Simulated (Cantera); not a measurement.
A freely propagating, adiabatic, planar premixed flame of 43.1 % H2, 12.0 % O2, 44.9 % N2, equivalence ratio 1.8, unburnt at 573 K and 0.133 bar; mixture-averaged transport, grid criteria slope 0.08 and curve 0.16, no radiation.

Computed with Cantera and the H2/O2 subset of GRI-Mech 3.0, which has no nitrogen chemistry. Burning velocities carry a grid error of a few per cent, more on coarse grids.

Predict: laminar burning velocity; thermal thickness; peak x(H2O2); peak x(HO2); peak x(OH).


```json
{
  "laminar_burning_velocity": "640 cm/s",
  "thermal_thickness": "5.98 mm",
  "peak x(H2O2)": "7.68e-7",
  "peak x(HO2)": "4.80e-5",
  "peak x(OH)": "0.00757"
}
```
